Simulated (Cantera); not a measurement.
Reactions in the system O-S

Cantera with NASA thermochemical tables; ideal gases at 1 bar, condensed phases pure. Values are per mole of reaction as written; species without (g) are pure solids or liquids, kept so even where they would boil at 1 bar.

2 O3(g) ⇌ 3 O2(g)

```tsv
T (K)	ΔH° (kJ)	ΔS° (J/K)	ΔG° (kJ)	log10 K
300	-283.6	137.5	-324.8	56.56
498	-283.0	139.3	-352.3	36.96
548	-283.1	139.1	-359.3	34.25
598	-283.3	138.7	-366.2	31.99
648	-283.5	138.3	-373.2	30.08
698	-283.8	137.9	-380.1	28.44
748	-284.1	137.5	-387.0	27.02
798	-284.5	137.1	-393.8	25.78
848	-284.8	136.7	-400.7	24.68
898	-285.1	136.3	-407.5	23.70
948	-285.4	135.9	-414.3	22.83
```

4 O3(g) + 3 S2(g) ⇌ 6 SO2(g)

```json
[
 {"T (K)": "300", "ΔH° (kJ)": "-2733.4", "ΔS° (J/K)": "-151.8", "ΔG° (kJ)": "-2687.9", "log10 K": "467.99"},
 {"T (K)": "498", "ΔH° (kJ)": "-2736.6", "ΔS° (J/K)": "-159.9", "ΔG° (kJ)": "-2656.9", "log10 K": "278.68"},
 {"T (K)": "548", "ΔH° (kJ)": "-2737.4", "ΔS° (J/K)": "-161.4", "ΔG° (kJ)": "-2648.9", "log10 K": "252.49"},
 {"T (K)": "598", "ΔH° (kJ)": "-2738.1", "ΔS° (J/K)": "-162.7", "ΔG° (kJ)": "-2640.8", "log10 K": "230.67"},
 {"T (K)": "648", "ΔH° (kJ)": "-2738.8", "ΔS° (J/K)": "-163.8", "ΔG° (kJ)": "-2632.7", "log10 K": "212.21"},
 {"T (K)": "698", "ΔH° (kJ)": "-2739.5", "ΔS° (J/K)": "-164.8", "ΔG° (kJ)": "-2624.4", "log10 K": "196.40"},
 {"T (K)": "748", "ΔH° (kJ)": "-2740.1", "ΔS° (J/K)": "-165.6", "ΔG° (kJ)": "-2616.2", "log10 K": "182.69"},
 {"T (K)": "798", "ΔH° (kJ)": "-2740.6", "ΔS° (J/K)": "-166.3", "ΔG° (kJ)": "-2607.9", "log10 K": "170.70"},
 {"T (K)": "848", "ΔH° (kJ)": "-2741.1", "ΔS° (J/K)": "-166.9", "ΔG° (kJ)": "-2599.5", "log10 K": "160.12"},
 {"T (K)": "898", "ΔH° (kJ)": "-2741.5", "ΔS° (J/K)": "-167.4", "ΔG° (kJ)": "-2591.2", "log10 K": "150.72"},
 {"T (K)": "948", "ΔH° (kJ)": "-2741.9", "ΔS° (J/K)": "-167.9", "ΔG° (kJ)": "-2582.8", "log10 K": "142.31"}
]
```

3 SO2(g) ⇌ 2 O3(g) + 3 S

```tsv
T (K)	ΔH° (kJ)	ΔS° (J/K)	ΔG° (kJ)	log10 K	condensed phases
300	1174.2	-170.2	1225.2	-213.32	S(s)
498	1191.0	-128.3	1254.9	-131.62	S(l)
548	1194.8	-121.2	1261.1	-120.21	S(l)
598	1198.1	-115.4	1267.0	-110.67	S(l)
648	1200.9	-110.9	1272.7	-102.59	S(l)
698	1203.2	-107.3	1278.2	-95.65	S(l)
748	1205.4	-104.4	1283.4	-89.62	S(l)
798	1207.5	-101.6	1288.6	-84.35	S(l)
848	1209.7	-98.9	1293.6	-79.68	S(l)
898	1212.2	-96.0	1298.5	-75.53	S(l)
948	1214.8	-93.2	1303.2	-71.81	S(l)
```

2 SO3(g) ⇌ 6 O(g) + S2(g)

```tsv
T (K)	ΔH° (kJ)	ΔS° (J/K)	ΔG° (kJ)	log10 K
300	2415.1	681.5	2210.6	-384.89
498	2424.6	706.5	2072.8	-217.41
548	2426.3	709.8	2037.4	-194.19
598	2427.8	712.4	2001.8	-174.85
648	2429.1	714.5	1966.1	-158.49
698	2430.3	716.2	1930.4	-144.46
748	2431.3	717.6	1894.5	-132.30
798	2432.2	718.8	1858.6	-121.66
848	2433.0	719.8	1822.6	-112.27
898	2433.7	720.6	1786.6	-103.92
948	2434.3	721.3	1750.6	-96.45
```
